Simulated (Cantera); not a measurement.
Input: 1 mol HMDSO, 3.1 mol O3, equilibrated at 0.100 bar.

These are equilibrium values from Cantera (NASA tables, ideal gas, pure condensed phases), not measurements of a reactor. Candidate condensed phases: C, C6H6, C7H8, C8H18, H2O, Si, SiC, SiO2; 123 gas species. The feed counts by its element totals alone. The tables hold silica as quartz up to 1696 K and as liquid above; real silica turns to tridymite and cristobalite and melts near 1996 K. Rates play no part.

Problem. Which condensed phases are stable at each of these points (T (K)): 748, 848, 948, 1048, 1148, 1248, 1348, 1448, 1548, 1648, 1748?

Solution. 
```
T (K)              condensed phases  Si condensed (%)
-----  ----------------------------  ----------------
748    C(graphite) + SiO2(α-quartz)             100.0
848    C(graphite) + SiO2(β-quartz)             100.0
948    C(graphite) + SiO2(β-quartz)             100.0
1048                 SiO2(β-quartz)             100.0
1148                 SiO2(β-quartz)             100.0
1248                 SiO2(β-quartz)             100.0
1348                 SiO2(β-quartz)             100.0
1448                 SiO2(β-quartz)             100.0
1548                 SiO2(β-quartz)             100.0
1648                 SiO2(β-quartz)             100.0
1748                SiO2(condensed)              99.8
```

At 748 K the condensed part is C(graphite) + SiO2(α-quartz). From 848 K to 948 K the condensed part is C(graphite) + SiO2(β-quartz). From 1048 K to 1648 K the condensed part is SiO2(β-quartz). At 1748 K the condensed part is SiO2(condensed).
